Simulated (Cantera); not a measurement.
An isothermal, constant-pressure homogeneous reactor starts with 2.08 % C3H8, 97.9 % H2, at 1575 K and 2.33 Torr.

Detailed kinetics in Cantera: GRI-Mech 3.0 (53 species, 325 reactions). GRI-Mech 3.0 was tuned for natural gas; its chemistry of propane as a main component is partial and can be far from experiment. GRI-Mech 3.0 stops at C3 and has no aromatics, soot or wall deposition, so with more carbon than oxygen in the feed, carbon stays in small species such as C2H2 where larger ones or solid carbon would form. Radical loss at walls, strong at low pressure, is not modelled.

x: mole fraction; the columns are a selection and need not sum to one.

```
t (s)       x C3H8   x H2     x CH4    x C2H2    x C2H6    x CH2
--------  --------  -----  --------  --------  --------  -------
8.00e-5     0.0204  0.979   5.63e-5   6.26e-9   1.82e-5  4.51e-9
0.000277    0.0187  0.976  0.000739   1.17e-6  0.000125  2.55e-7
0.000961   0.00968  0.965   0.00878  0.000159  0.000309  4.47e-6
0.00333        [?]  0.952    0.0231       [?]       [?]      [?]
0.0115         [?]  0.955    0.0240       [?]       [?]      [?]
0.0400    4.70e-10  0.956    0.0241    0.0165   3.02e-6  7.60e-7
0.139     2.60e-10  0.957    0.0236    0.0179   2.18e-6  4.59e-7
0.480     1.23e-10  0.958    0.0226    0.0185   1.44e-6  2.54e-7
1.67      4.85e-11  0.959    0.0207    0.0195   8.44e-7  1.31e-7
5.77      2.38e-11  0.961    0.0169    0.0213   5.32e-7  1.00e-7
20.0      5.95e-12  0.965   0.00999    0.0246   2.06e-7  7.20e-8
```

Question: Some entries are withheld; supply them.

Answer: 
- 0.00333, x C3H8: 4.49e-5
- 0.00333, x C2H2: 0.00487
- 0.00333, x C2H6: 3.47e-5
- 0.00333, x CH2: 5.36e-6
- 0.0115, x C3H8: 1.23e-9
- 0.0115, x C2H2: 0.0120
- 0.0115, x C2H6: 5.09e-6
- 0.0115, x CH2: 1.81e-6
